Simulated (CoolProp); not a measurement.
Vapour-liquid equilibrium of dimethyl ether (1) + n-hexane (2) at 273.5 K; x and y are mole fractions of (1).

Model: multi-fluid Helmholtz-energy mixture model, Wu 2011 and Thol 2019; pair parameters Bell 2016, in CoolProp.

Question: Give the bubble pressure and the first vapour's composition at x = 0.15, 0.75, 0.85. Is there an azeotrope?

Answer: x = 0.15: 0.06297 MPa, y = 0.913; x = 0.75: 0.2117 MPa, y = 0.988; x = 0.85: 0.2328 MPa, y = 0.992. No azeotrope shows between x = 0.05 and 0.95.

The pair parameters rest on a limited set of measurements; away from them the model extrapolates.
